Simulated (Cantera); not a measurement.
A closed system holds: 1 mol BF3, 3 mol H2O, 130 mol H2, at 2048 K and 0.255 Torr.

Method: chemical equilibrium by Gibbs-energy minimisation in Cantera with the NASA 1993 tables (ideal gas, pure condensed phases). Candidate condensed phases: B, B2O3, B3O3H3, H2O; 43 gas species. Rates play no part.

Base state: H2 0.851, H 0.112, HF 0.0168, H2O 0.0125, BOF 0.00411, HBO2 0.00125, BO 0.00102, HBO 0.000556 (mole fractions); condensed: gas only.

**Question.** What changes in the equilibrium state with this change: temperature from 2048 K to 800 K?

**Answer.** 
```json
[
 {"species": "H2", "before": "0.851", "after": "0.968"},
 {"species": "H2O", "before": "0.0125", "after": "0.0152"},
 {"species": "HF", "before": "0.0168", "after": "0.0142"},
 {"species": "H", "before": "0.112", "after": "<1e-9"},
 {"species": "BOF", "before": "0.00411", "after": "4.57e-6"},
 {"species": "BF3", "before": "1.95e-9", "after": "0.00254"},
 {"species": "BO", "before": "0.00102", "after": "<1e-9"},
 {"species": "HBO", "before": "0.000556", "after": "<1e-9"},
 {"species": "B2O3(l), mol", "before": "0", "after": "0.293"}
]
```

**Question.** What changes in the equilibrium state with this change: H2O from 3 to 17 mol?

**Answer.** 
```tsv
species	before	after
H2	0.851	0.772
H	0.112	0.107
H2O	0.0125	0.0959
HF	0.0168	0.0173
HBO2	0.00125	0.00391
O	1.70e-5	0.000144
OH	0.000179	0.00144
BO2	2.16e-5	7.10e-5
HBO	0.000556	0.000206
```

**Question.** What changes in the equilibrium state with this change: H2O from 3 to 0.47 mol?

**Answer.** 
| species | before | after |
|---|---|---|
| H2 | 0.851 | 0.865 |
| H | 0.112 | 0.113 |
| HF | 0.0168 | 0.0151 |
| H2O | 0.0125 | 5.43e-6 |
| BF | 2.76e-6 | 0.00366 |
| B2O3 | 1.40e-5 | 2.44e-9 |
| BO2 | 2.16e-5 | 5.89e-9 |
The tables' values for BF2 are old estimates; treat these amounts as uncertain.
